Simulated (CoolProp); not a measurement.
Computed with CoolProp (reference Helmholtz-energy equation of state, Thol 2019).

Q: For n-hexane, give the phase and the Joule-Thomson coefficient (K/MPa), viscosity (µPa s) at 560.9 K and 112 kPa; 593.4 K and 86.6 kPa.

A: 
- 560.9 K and 112 kPa: gas; Joule-Thomson coefficient 5.71, viscosity 11.7
- 593.4 K and 86.6 kPa: gas; Joule-Thomson coefficient 4.85, viscosity 12.3

Viscosity comes from a separate model (Michailidou 2013).
